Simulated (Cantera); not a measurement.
Feed: 1 mol Si, 3.5 mol N2O, 130 mol N2, at 1373.15 K and 1.00 bar.

Method: chemical equilibrium by Gibbs-energy minimisation in Cantera with the NASA 1993 tables (ideal gas, pure condensed phases). Candidate condensed phases: Si, SiO2, Si2N2O, Si3N4; 16 gas species. The tables hold silica as quartz up to 1696 K and as liquid above; real silica turns to tridymite and cristobalite and melts near 1996 K. Equilibrium is a limit: real reactors are often held back by kinetics, nucleation or transport.

Base state: N2 0.994, O2 0.00553, NO 0.000113 (mole fractions); condensed: SiO2(β-quartz).

### Question
What changes in the equilibrium state with this change: N2O from 3.5 to 1.4 mol?

### Answer
```csv
species,before,after
N2,0.994,1.00
O2,0.00553,<1e-9
NO,0.000113,<1e-9
"SiO2(β-quartz), mol",1.00,0.600
"Si2N2O(s), mol",0,0.200
```
Mutual solubility and eutectic melting of coexisting phases are not modelled.
